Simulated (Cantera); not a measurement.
A closed system holds: 1 mol Al(CH3)3, 2.1 mol N2O, 170 mol N2, held at 3.20 mbar.

Method: chemical equilibrium by Gibbs-energy minimisation in Cantera with the NASA 1993 tables (ideal gas, pure condensed phases). Candidate condensed phases: Al, AlN, Al2O3, C, C6H6, C7H8, C8H18, H2O; 148 gas species. The feed counts by its element totals alone. Equilibrium is a limit: real reactors are often held back by kinetics, nucleation or transport.

**Question.** Which condensed phases are stable at each of these points (T (K)): 1573, 1623, 1673, 1723, 1773, 1823, 1873, 1923, 1973, 2023, 2073, 2123, 2173, 2223?

**Answer.** 
```json
[
 {"T (K)": "1573", "condensed phases": "AlN(s) + C(graphite)", "Al condensed (%)": "99.9"},
 {"T (K)": "1623", "condensed phases": "AlN(s) + C(graphite)", "Al condensed (%)": "99.7"},
 {"T (K)": "1673", "condensed phases": "AlN(s) + C(graphite)", "Al condensed (%)": "98.8"},
 {"T (K)": "1723", "condensed phases": "AlN(s) + C(graphite)", "Al condensed (%)": "95.4"},
 {"T (K)": "1773", "condensed phases": "AlN(s) + C(graphite)", "Al condensed (%)": "84.1"},
 {"T (K)": "1823", "condensed phases": "AlN(s) + C(graphite)", "Al condensed (%)": "48.0"},
 {"T (K)": "1873", "condensed phases": "C(graphite)", "Al condensed (%)": "0.0"},
 {"T (K)": "1923", "condensed phases": "C(graphite)", "Al condensed (%)": "0.0"},
 {"T (K)": "1973", "condensed phases": "C(graphite)", "Al condensed (%)": "0.0"},
 {"T (K)": "2023", "condensed phases": "C(graphite)", "Al condensed (%)": "0.0"},
 {"T (K)": "2073", "condensed phases": "C(graphite)", "Al condensed (%)": "0.0"},
 {"T (K)": "2123", "condensed phases": "C(graphite)", "Al condensed (%)": "0.0"},
 {"T (K)": "2173", "condensed phases": "C(graphite)", "Al condensed (%)": "0.0"},
 {"T (K)": "2223", "condensed phases": "C(graphite)", "Al condensed (%)": "0.0"}
]
```

From 1573 K to 1823 K the condensed part is AlN(s) + C(graphite). From 1873 K to 2223 K the condensed part is C(graphite).
